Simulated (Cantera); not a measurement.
Input: 1 mol Si, 0.43 mol H₂O, 3.5 mol CO, equilibrated at 800 K and 133 Pa.

Method: chemical equilibrium by Gibbs-energy minimisation in Cantera with the NASA 1993 tables (ideal gas, pure condensed phases). Kinetics and transport are ignored.

```json
[
 {"species": "CO", "before": "0.733", "after": "0.881"},
 {"species": "CO₂", "before": "0.0708", "after": "0.102"},
 {"species": "H₂", "before": "0.191", "after": "0.0160"},
 {"species": "CH₄", "before": "6.57e-5", "after": "4.57e-7"},
 {"species": "H₂O", "before": "0.00438", "after": "0.000439"},
 {"species": "C(graphite), mol", "before": "1.73", "after": "2.12"},
 {"species": "SiO₂(α-quartz), mol", "before": "1.00", "after": "1.00"}
]
```
Gas species are given as mole fractions.

Task: Which change was made?
A. CO from 3.5 to 1 mol
B. H₂O from 0.43 to 0.023 mol
C. temperature from 800 K to 1825 K
D. temperature from 800 K to 1625 K

Result: B, H₂O from 0.43 to 0.023 mol
